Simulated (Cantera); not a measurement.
Gas mixture: NO = 0.84 (molar parts), at 0.987 atm, frozen composition.

Cantera's kinetic-theory transport with the Lennard-Jones parameters of GRI-Mech 3.0, ideal gas; thermal conductivity in the mixture-averaged form. The composition is frozen, though it would react at the higher temperatures.

D: mixture-averaged diffusion coefficient of that species in the mixture.

```tsv
T (K)	ρ (kg/m³)	cp (J/kg/K)	μ (µPa s)	λ (mW/m/K)	Pr	D (cm²/s) H	D (cm²/s) H₂	D (cm²/s) CH₃
400	0.902	998.6	23.1	32.4	0.712	2.06	1.28	…
550	0.656	1028	28.9	42.0	0.707	3.57	2.19	…
700	0.516	1067	34.0	51.3	0.707	5.38	3.27	…
850	0.425	1104	38.6	60.2	0.708	7.47	4.52	…
1000	0.361	1133	42.9	68.6	0.709	9.81	5.92	…
1150	0.314	1153	47.0	76.7	0.707	12.4	7.46	…
```

### Question
Some entries are withheld; supply them.

### Answer

- 400, D (cm²/s) CH₃: 0.375
- 550, D (cm²/s) CH₃: 0.651
- 700, D (cm²/s) CH₃: 0.982
- 850, D (cm²/s) CH₃: 1.36
- 1000, D (cm²/s) CH₃: 1.79
- 1150, D (cm²/s) CH₃: 2.26
